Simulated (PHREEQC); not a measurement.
Consider water at 25 °C with 0.19 mol/kgw FeSO4, 0.00024 mol/kgw NaF and 0.00019 mol/kgw NaCl. Closed to the air; pH follows from the charge balance.

All values are PHREEQC results (ion-association model, phreeqc.dat), not measurements.

```tsv
quantity	before	after
pH	5.83	7.06
ionic strength (mol/kgw)	0.388	0.000430
Na+ (mol/kgw)	0.000386	0.000430
Cl- (mol/kgw)	0.000184	0.000190
SI of Halite (NaCl)	-9.04	-8.68
```

### Question
Name the change that produced these shifts.
A. NaF left out
B. FeSO4 replaced by NaHSO4 at the same molality
C. FeSO4 left out
D. NaF from 0.00024 to 0.000216 mol/kgw
E. diluted 5-fold with water

### Answer
C, FeSO4 left out

Precipitation was switched off in this run. Fluoro complexes past AlF4- and FeF3 are missing from the database.
